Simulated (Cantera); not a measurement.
Cantera run:

```python
import numpy as np
import cantera as ct

gas_names = """
    CL CL2 H HCL H2 Si SiCL SiCL2 SiCL3 SiCL4 SiH SiHCL3 SiH2 SiH2CL2 SiH3 SiH3CL SiH4 Si2 Si3
""".split()
cond_names = """
    Si(cr) Si(L)
""".split()


# ... load() reads the species with a 1 bar reference pressure and builds the phases ...
atoms = {
    'SiH2Cl2': {'Si': 1, 'H': 2, 'CL': 2},
    'Cl2': {'CL': 2},
    'H2': {'H': 2},
}
top_T = {}  # K; cautious upper limits of use, not melting points


# ... equilibrate(T, P, feed) seeds the gas with the atoms and calls Mixture.equilibrate('TP', solver="vcs", rtol=1e-11, max_steps=5000) ...
results = []
feed = {'SiH2Cl2': 1, 'Cl2': 0.25, 'H2': 660}  # mol
T = 1573  # K
P = 1400  # Pa
mix = equilibrate(T, P, feed)
results.append((T, P, feed, dict(zip(mix.species_names, mix.species_moles))))
print(gas.report(threshold=1e-06))
for i in range(1, mix.n_phases):
    print(f"{mix.phase(i).name:16s} {mix.phase_moles(i):12.5e} mol")
```

Output:

```
       temperature   1573 K
          pressure   1400 Pa
           density   0.00022985 kg/m^3
  mean mol. weight   2.1472 kg/kmol
   phase of matter   gas

                          1 kg             1 kmol
                     ---------------   ---------------
          enthalpy        1.7902e+07        3.8439e+07  J
   internal energy        1.1811e+07         2.536e+07  J
           entropy        1.0077e+05        2.1637e+05  J/K
    Gibbs function       -1.4061e+08       -3.0192e+08  J
 heat capacity c_p             15206             32651  J/K
 heat capacity c_v             11334             24337  J/K

                      mass frac. Y      mole frac. X     chem. pot. / RT
                     ---------------   ---------------   ---------------
                CL         1.663e-05        1.0073e-06           -30.971
                 H        0.00016099        0.00034293           -11.508
               HCL          0.062491         0.0036804           -42.479
                H2           0.93507           0.99592           -23.015
                Si        5.1372e-05        3.9276e-06           -4.7041
             SiCL2          0.002123        4.6052e-05           -66.646
               SiH        1.5128e-05        1.1165e-06           -16.212
              SiH2        5.1234e-05        3.6547e-06           -27.719
     [  +11 minor]         2.442e-05        7.8855e-07

Si(cr)            9.63205e-01 mol
```

Cantera equilibrium calculation (NASA polynomials, part measured and part estimated; ideal gas, pure solids and liquids).
